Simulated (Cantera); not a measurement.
Mixture: 9.85 % CH₄, 12.3 % O₂, 59.1 % N₂, 18.7 % H₂O, equivalence ratio 1.6, at 1.58 atm, adiabatic and at constant pressure. Ignition delay is the time to a rise of 400 K.

Cantera simulation using GRI-Mech 3.0 (53 species, 325 reactions); the numbers are that mechanism's predictions, not measurements.

Q: Predict: delay at 1198 K; delay at 1273 K; delay at 1348 K; delay at 1423 K; delay at 1498 K; delay at 1573 K; apparent activation energy between 1423 and 1573 K.

A: 
```json
{
 "delay at 1198 K": "74.3 ms",
 "delay at 1273 K": "29.3 ms",
 "delay at 1348 K": "11.8 ms",
 "delay at 1423 K": "4.83 ms",
 "delay at 1498 K": "2.01 ms",
 "delay at 1573 K": "0.877 ms",
 "apparent activation energy between 1423 and 1573 K": "210 kJ/mol"
}
```
